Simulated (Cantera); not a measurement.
Feed: 1 mol SiCl4, 0.018 mol CH4, 28 mol H2, equilibrated at 0.0100 bar.

These are equilibrium values from Cantera (NASA tables, ideal gas, pure condensed phases), not measurements of a reactor. Candidate condensed phases: C, C6H6, C7H8, C8H18, Si, SiC; 109 gas species. Mutual solubility and eutectic melting of coexisting phases are not modelled. Gases not in the tables: Si2H6 and higher silanes. Kinetics and transport are ignored.

**Question.** Which condensed phases are stable at each of these points (T (K)): 1748, 1798, 1848, 1898, 1948, 1998, 2048, 2098, 2148, 2198, 2248, 2298?

**Answer.** 
| T (K) | condensed phases | Si condensed (%) |
|---|---|---|
| 1748 | Si(l) + SiC(s) | 22.9 |
| 1798 | Si(l) + SiC(s) | 24.6 |
| 1848 | Si(l) + SiC(s) | 25.6 |
| 1898 | Si(l) + SiC(s) | 25.3 |
| 1948 | Si(l) + SiC(s) | 23.0 |
| 1998 | Si(l) + SiC(s) | 17.4 |
| 2048 | Si(l) + SiC(s) | 6.3 |
| 2098 | SiC(s) | 0.3 |
| 2148 | gas only | 0.0 |
| 2198 | gas only | 0.0 |
| 2248 | gas only | 0.0 |
| 2298 | gas only | 0.0 |

From 1748 K to 2048 K the condensed part is Si(l) + SiC(s). At 2098 K the condensed part is SiC(s). From 2148 K to 2298 K nothing is condensed.
